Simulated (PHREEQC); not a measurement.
Dissolve 0.058 mol NaCl, 0.0008 mol MgSO4 and 0.00034 mol KBr per kg of water at 20 °C. It is in equilibrium with CO2 at log p = -3.4 (atm). Otherwise closed; pH follows from the charge balance.

The numbers come from PHREEQC with the ion-association model, wateq4f.dat.

* **pH**: 5.59
* **ionic strength**: 0.0613 mol/kgw

| species | molality | activity | log γ |
|---|---|---|---|
| Cl- | 0.0580 | 0.0464 | -0.097 |
| Na+ | 0.0579 | 0.0471 | -0.090 |
| Mg+2 | 0.000778 | 0.000360 | -0.334 |
| SO4-2 | 0.000692 | 0.000303 | -0.359 |
| Br- | 0.000340 | 0.000276 | -0.091 |
| K+ | 0.000339 | 0.000272 | -0.097 |
| NaSO4- | 8.46e-5 | 6.93e-5 | -0.087 |
| MgSO4 | 2.22e-5 | 2.25e-5 | 0.006 |
| CO2 | 1.54e-5 | 1.56e-5 | 0.006 |
| HCO3- | 3.06e-6 | 2.50e-6 | -0.087 |
| H+ | 3.05e-6 | 2.58e-6 | -0.072 |
| KSO4- | 6.47e-7 | 5.30e-7 | -0.087 |
| HSO4- | 8.45e-8 | 6.84e-8 | -0.092 |
| NaHCO3 | 6.53e-8 | 6.62e-8 | 0.006 |

Precipitation was switched off in this run.
